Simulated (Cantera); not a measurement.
Cantera run:

```python
import numpy as np
import cantera as ct

gas_names = """
    AL ALCL ALCL2 ALCL3 ALH ALO ALOCL ALOH ALO2 ALO2H AL2 AL2CL6 AL2O AL2O2 CL CLO CL2 H HALO HCL HOCL
    HO2 H2 H2O H2O2 O OH O2 O3
""".split()
cond_names = """
    AL(cr) AL(L) ALCL3(s) ALCL3(L) AL2O3(a) AL2O3(L) H2O(s) H2O(L)
""".split()


# ... load() reads the species with a 1 bar reference pressure and builds the phases ...
atoms = {
    'Al2O3': {'AL': 2, 'O': 3},
    'HCl': {'H': 1, 'CL': 1},
    'H2': {'H': 2},
}
top_T = {}  # K; cautious upper limits of use, not melting points


# ... equilibrate(T, P, feed) seeds the gas with the atoms and calls Mixture.equilibrate('TP', solver="vcs", rtol=1e-11, max_steps=5000) ...
results = []
feed = {'Al2O3': 1, 'HCl': 1.2, 'H2': 1.2}  # mol
T = 1000  # K
P = 1333.22  # Pa
mix = equilibrate(T, P, feed)
results.append((T, P, feed, dict(zip(mix.species_names, mix.species_moles))))
print(gas.report(threshold=1e-05))
for i in range(1, mix.n_phases):
    print(f"{mix.phase(i).name:16s} {mix.phase_moles(i):12.5e} mol")
```

Output:

```
       temperature   1000 K
          pressure   1333.2 Pa
           density   0.0030853 kg/m^3
  mean mol. weight   19.241 kg/kmol
   phase of matter   gas

                          1 kg             1 kmol
                     ---------------   ---------------
          enthalpy       -1.3165e+06        -2.533e+07  J
   internal energy       -1.7486e+06       -3.3644e+07  J
           entropy             12279        2.3626e+05  J/K
    Gibbs function       -1.3595e+07       -2.6159e+08  J
 heat capacity c_p            1605.9             30900  J/K
 heat capacity c_v            1173.8             22585  J/K

                      mass frac. Y      mole frac. X     chem. pot. / RT
                     ---------------   ---------------   ---------------
             ALCL3        0.00044389        6.4057e-05           -126.82
               HCL           0.94708           0.49982           -40.391
                H2           0.05239           0.50002           -22.516
               H2O        8.9964e-05        9.6086e-05           -67.517
     [  +25 minor]        2.7033e-08        2.7313e-08

AL(L)             0.00000e+00 mol
ALCL3(L)          0.00000e+00 mol
AL2O3(a)          9.99923e-01 mol
```

Method: chemical equilibrium by Gibbs-energy minimisation in Cantera with the NASA 1993 tables (ideal gas, pure condensed phases).
